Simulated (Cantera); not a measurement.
Cantera run:

```python
import numpy as np
import cantera as ct

gas_names = [...]  # 123 gases of nasa_gas.yaml made of C, H, O, Si
cond_names = """
    C(gr) C6H6(L) C7H8(L) C8H18(L),n-octa H2O(s) H2O(L) Si(cr) Si(L) SiC(b) SiO2(Lqz) SiO2(hqz) SiO2(L)
""".split()


# ... load() reads the species with a 1 bar reference pressure and builds the phases ...
atoms = {
    'Si': {'Si': 1},
    'CO2': {'C': 1, 'O': 2},
    'H2': {'H': 2},
}
top_T = {'C(gr)': 4500, 'SiC(b)': 3050}  # K; cautious upper limits of use, not melting points


# ... equilibrate(T, P, feed) seeds the gas with the atoms and calls Mixture.equilibrate('TP', solver="vcs", rtol=1e-11, max_steps=5000) ...
results = []
feed = {'Si': 1, 'CO2': 4.3, 'H2': 1.4}  # mol
T = 925  # K
P = 100000  # Pa
mix = equilibrate(T, P, feed)
results.append((T, P, feed, dict(zip(mix.species_names, mix.species_moles))))
x = sorted(zip(gas.X, gas.species_names), reverse=True)
print(f"T = {T:g} K  P = {P:g} Pa  gas = {mix.phase_moles(0):.4g} mol")
print("   x: " + "  ".join(f"{s} {v:.3e}" for v, s in x if v > 1e-06))
print("   condensed (mol): " + ("  ".join(f"{mix.phase(i).name} {mix.phase_moles(i):.4g}"
      for i in range(1, mix.n_phases) if mix.phase_moles(i) > 1e-12) or "none"))
```

Result:

```
T = 925 K  P = 100000 Pa  gas = 5.406 mol
   x: CO2 3.878e-01  CO 3.592e-01  H2 1.611e-01  H2O 8.603e-02  CH4 5.891e-03
   condensed (mol): C(gr) 0.2298  SiO2(hqz) 1
```

Method: chemical equilibrium by Gibbs-energy minimisation in Cantera with the NASA 1993 tables (ideal gas, pure condensed phases).
